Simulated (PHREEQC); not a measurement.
A solution holds 0.0017 mol KOH, 0.0011 mol NaAlO2 and 0.036 mol Na2CO3 per kg of water, at 25 °C and 300 atm. Closed to the air; pH follows from the charge balance.

All values are PHREEQC results (ion-association model, phreeqc.dat), not measurements.

| Property | Result |
|---|---|
| pH | 11.23 |
| ionic strength | 0.0880 mol/kgw |
| specific conductance | 5910 µS/cm |
| density | 1.014 g/cm³ |
| total alkalinity | 78.1 meq/kg |

| species | molality | activity | log γ |
|---|---|---|---|
| Na+ | 0.0623 | 0.0495 | -0.100 |
| CO3-2 | 0.0241 | 0.00978 | -0.391 |
| NaCO3- | 0.0108 | 0.00855 | -0.102 |
| OH- | 0.00284 | 0.00220 | -0.111 |
| K+ | 0.00170 | 0.00132 | -0.110 |
| HCO3- | 0.00111 | 0.000885 | -0.098 |
| Al(OH)4- | 0.00110 | 0.000866 | -0.104 |
| NaHCO3 | 3.21e-5 | 3.28e-5 | 0.009 |
| CO2 | 8.32e-9 | 8.49e-9 | 0.009 |
| Al(OH)3 | 2.14e-9 | 2.19e-9 | 0.009 |

No solid was allowed to form. Species that the database lacks are ignored. Under pressure, the constants of complexes without a molar volume in the database are unreliable.
